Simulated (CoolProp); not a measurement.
Vapour-liquid equilibrium of R22 (1) + R134a (2) at 0.302 MPa; x and y are mole fractions of (1).

Model: multi-fluid Helmholtz-energy mixture model, Kamei 1995 and Tillner-Roth 1994; pair parameters Bell 2016, in CoolProp.

Problem. Give the bubble temperature and the first vapour's composition at x = 0.2, 0.725, 0.8. Is there an azeotrope?

Solution. x = 0.2: -3.6 °C, y = 0.307; x = 0.725: -11.5 °C, y = 0.807; x = 0.8: -12.4 °C, y = 0.862. No azeotrope shows between x = 0.05 and 0.95.

Pair parameters are fitted to limited data, so mixtures are less certain than the pure fluids.
